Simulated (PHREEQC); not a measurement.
Make-up at 65 °C: 49 mmol/kgw HBF4. Closed to the air; pH follows from the charge balance.

All values are PHREEQC results (ion-association model, wateq4f.dat), not measurements.

Precipitation was switched off in this run.

Q: Estimate the pH, ionic strength.

A: pH 1.42; ionic strength 0.0443 mol/kgw.

Q: In which forms is B present?

A: BF4- 86 %, H3BO3 10.0 %, BF3OH- 3.3 %, BF2(OH)2- 0.9 % of the B.

Away from 25 °C the constants follow the database's enthalpies or fits; those with neither stay at their 25 °C values. Real BF4- forms and hydrolyses slowly; the run takes it at equilibrium.
